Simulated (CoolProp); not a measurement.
CH2F2 (R32) along the isotherm 124.95 °C: fugacity coefficient from the reference equation and from simpler models built on Tc = 78.1 °C, pc = 5783 kPa, ω = 0.277; each cubic takes its own stable root.

Values from CoolProp's reference Helmholtz-energy equation of state, Tillner-Roth 1997.

```json
[
 {"p (kPa)": "1200", "phase": "gas", "reference": "0.9495", "van der Waals": "0.9550", "Soave-Redlich-Kwong": "0.9552", "Peng-Robinson": "0.9487"},
 {"p (kPa)": "2410", "phase": "gas", "reference": "0.9003", "van der Waals": "0.9100", "Soave-Redlich-Kwong": "0.9113", "Peng-Robinson": "0.8990"},
 {"p (kPa)": "3610", "phase": "gas", "reference": "0.8531", "van der Waals": "0.8657", "Soave-Redlich-Kwong": "0.8688", "Peng-Robinson": "0.8516"},
 {"p (kPa)": "4820", "phase": "gas", "reference": "0.8070", "van der Waals": "0.8211", "Soave-Redlich-Kwong": "0.8272", "Peng-Robinson": "0.8058"},
 {"p (kPa)": "6020", "phase": "supercritical", "reference": "0.7627", "van der Waals": "0.7767", "Soave-Redlich-Kwong": "0.7870", "Peng-Robinson": "0.7623"},
 {"p (kPa)": "7230", "phase": "supercritical", "reference": "0.7195", "van der Waals": "0.7314", "Soave-Redlich-Kwong": "0.7478", "Peng-Robinson": "0.7203"},
 {"p (kPa)": "8430", "phase": "supercritical", "reference": "0.6781", "van der Waals": "0.6859", "Soave-Redlich-Kwong": "0.7102", "Peng-Robinson": "0.6809"},
 {"p (kPa)": "9640", "phase": "supercritical", "reference": "0.6383", "van der Waals": "0.6416", "Soave-Redlich-Kwong": "0.6743", "Peng-Robinson": "0.6436"},
 {"p (kPa)": "10800", "phase": "supercritical", "reference": "0.6023", "van der Waals": "0.6045", "Soave-Redlich-Kwong": "0.6423", "Peng-Robinson": "0.6108"},
 {"p (kPa)": "12000", "phase": "supercritical", "reference": "0.5681", "van der Waals": "0.5722", "Soave-Redlich-Kwong": "0.6124", "Peng-Robinson": "0.5802"},
 {"p (kPa)": "13300", "phase": "supercritical", "reference": "0.5353", "van der Waals": "0.5434", "Soave-Redlich-Kwong": "0.5839", "Peng-Robinson": "0.5511"},
 {"p (kPa)": "14500", "phase": "supercritical", "reference": "0.5089", "van der Waals": "0.5214", "Soave-Redlich-Kwong": "0.5609", "Peng-Robinson": "0.5277"}
]
```
